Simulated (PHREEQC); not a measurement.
## Leach liquor

Consider water at 20 °C with 0.065 mol/kgw H2SO4, 0.00065 mol/kgw ZnSO4 and 0.0021 mol/kgw MnSO4. Closed to the air; pH follows from the charge balance.

Equilibrium calculation in PHREEQC: ion-association model, wateq4f.dat.

Each row changes one thing in this solution. Precipitation was switched off in this run.

```
case                                             pH  ionic strength (mol/kgw)  HSO4- (mol/kgw)  SO4-2 (mol/kgw)  Mn+2 (mol/kgw)  MnSO4 (mol/kgw)
---------------------------------------------  ----  ------------------------  ---------------  ---------------  --------------  ---------------
as made                                        1.18                     0.104           0.0492           0.0177         0.00149         0.000612
temperature from 20 to 75 °C                   1.25                    0.0821           0.0605          0.00652         0.00154         0.000561
H2SO4 replaced by Na2SO4 at the same molality  6.75                     0.180          3.64e-7                ?         0.00110         0.000999
ZnSO4 left out                                 1.18                     0.103           0.0490           0.0175         0.00149         0.000611
H2SO4 left out                                 6.28                   0.00925                ?          0.00231         0.00179         0.000310
ZnSO4 replaced by Ag2SO4 at the same molality  1.18                     0.104                ?           0.0177         0.00149         0.000613
ZnSO4 from 0.00065 to 0.000325 mol/kgw         1.18                     0.104           0.0491                ?         0.00149         0.000611
temperature from 20 to 35 °C                   1.20                    0.0972           0.0527           0.0142         0.00146         0.000639
```

Some entries are withheld; supply them.


- H2SO4 replaced by Na2SO4 at the same molality, SO4-2 (mol/kgw): 0.0562
- H2SO4 left out, HSO4- (mol/kgw): 7.92e-8
- ZnSO4 replaced by Ag2SO4 at the same molality, HSO4- (mol/kgw): 0.0493
- ZnSO4 from 0.00065 to 0.000325 mol/kgw, SO4-2 (mol/kgw): 0.0176

At this temperature some constants are extrapolated from 25 °C, and those without enthalpy data are left unchanged.
